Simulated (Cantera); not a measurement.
Feed: 1 mol Si₂Cl₆, 41 mol H₂, 0.1 mol HCl, equilibrated at 1330 Pa.

Equilibrium computed with Cantera from the NASA thermochemical tables; the gas is ideal and each condensed phase is pure. Candidate condensed phases: Si; 19 gas species. The feed counts by its element totals alone. The tables' values for SiCl₃ are old estimates; treat these amounts as uncertain. Kinetics and transport are ignored.

Task: At 1125 K, list the 5 most abundant gas species with their mole fractions, and the condensed phases.

Result: H₂ 0.920, HCl 0.0531, SiCl₄ 0.0136, SiCl₂ 0.00648, SiHCl₃ 0.00409. Condensed: Si(s).
